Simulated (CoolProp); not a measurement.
Vapour pressure (MPa) of ethanol: the reference equation beside estimates from Tc = 241.6 °C, pc = 6.268 MPa, ω = 0.644.

The numbers come from the reference Helmholtz-energy equation of state, Schroeder 2014 in CoolProp.

```
T (°C)   reference  Redlich-Kwong  Soave-Redlich-Kwong  Peng-Robinson
------  ----------  -------------  -------------------  -------------
136.35      0.6851          1.482               0.6898         0.6899
145.65      0.8786          1.737               0.8833         0.8809
155.05  (withheld)          2.023                1.119          1.114
164.45       1.397     (withheld)                1.402          1.392
173.75       1.728          2.685                1.732     (withheld)
183.15       2.118          3.067                2.123          2.105
192.45       2.567          3.479                2.573          2.551
201.85       3.089          3.932                3.099          3.074
211.15       3.681          4.416                3.696          3.669
```

Some entries are withheld; supply them.


- 155.05, reference: 1.115
- 164.45, Redlich-Kwong: 2.340
- 173.75, Peng-Robinson: 1.718

Absolute difference from the reference over all 9 rows, mean and median: Redlich-Kwong 60.7 and 55.4 %, Soave-Redlich-Kwong 0.4 and 0.4 %, Peng-Robinson 0.4 and 0.5 %.
